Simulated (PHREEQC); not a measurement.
Solution (10 °C): 47 mmol/kgw NaHCO3. Closed to the air; pH follows from the charge balance.

All values are PHREEQC results (Pitzer model, pitzer.dat), not measurements.

Precipitation was switched off in this run.

### Question
Estimate the pH.

### Answer
pH 8.27.

### Question
In which forms is C present?

### Answer
HCO3- 97 %, CO2 1.4 %, CO3-2 1.4 % of the C.

Constants without temperature data keep their 25 °C values here.
